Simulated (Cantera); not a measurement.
## Gas-phase reforming

An isothermal, constant-pressure homogeneous reactor starts with CH4 : H2O = 1 : 0.48 (molar parts), at 2200 K and 67000 Pa.

Model: GRI-Mech 3.0 (53 species, 325 reactions), integrated in Cantera. GRI-Mech 3.0 stops at C3 and has no aromatics, soot or wall deposition, so with more carbon than oxygen in the feed, carbon stays in small species such as C2H2 where larger ones or solid carbon would form.

| t (s) | x CH4 | x H2O | x O | x O2 | x H2O2 | x H2 |
|---|---|---|---|---|---|---|
| 2.00e-5 | 0.269 | 0.252 | 5.96e-7 | 4.85e-8 | 2.52e-10 | 0.326 |
| 6.55e-5 | 0.0935 | 0.203 | 3.89e-7 | 5.31e-8 | 1.69e-10 | 0.516 |
| 0.000215 | 0.0294 | 0.172 | 3.76e-7 | 4.25e-8 | 1.45e-10 | 0.592 |
| 0.000703 | 0.0133 | 0.130 | 3.43e-7 | 2.82e-8 | 9.12e-11 | 0.637 |
| 0.00230 | 0.00890 | 0.0664 | 1.97e-7 | 7.83e-9 | 2.29e-11 | 0.688 |
| 0.00754 | 0.00423 | 0.0149 | 5.03e-8 | 4.28e-10 | 1.14e-12 | 0.730 |
| 0.0247 | 0.00102 | 0.000325 | 1.15e-9 | <1e-12 | <1e-12 | 0.744 |
| 0.0809 | 0.000656 | 6.73e-7 | 4.21e-12 | <1e-12 | <1e-12 | 0.744 |
| 0.265 | 0.000656 | 6.71e-7 | 4.20e-12 | <1e-12 | <1e-12 | 0.744 |
| 0.869 | 0.000656 | 6.71e-7 | 4.20e-12 | <1e-12 | <1e-12 | 0.744 |
| 2.85 | 0.000656 | 6.71e-7 | 4.20e-12 | <1e-12 | <1e-12 | 0.744 |
| 9.32 | 0.000656 | 6.71e-7 | 4.20e-12 | <1e-12 | <1e-12 | 0.744 |
| 30.5 | 0.000656 | 6.71e-7 | 4.20e-12 | <1e-12 | <1e-12 | 0.744 |
| 100 | 0.000656 | 6.71e-7 | 4.20e-12 | <1e-12 | <1e-12 | 0.744 |
x: mole fraction; the columns are a selection and need not sum to one.

Equilibrium at this temperature and pressure: CH4 0.000657, H2O 6.73e-7, O 4.21e-12, O2 <1e-12, H2O2 <1e-12, H2 0.744 (gas phase only).
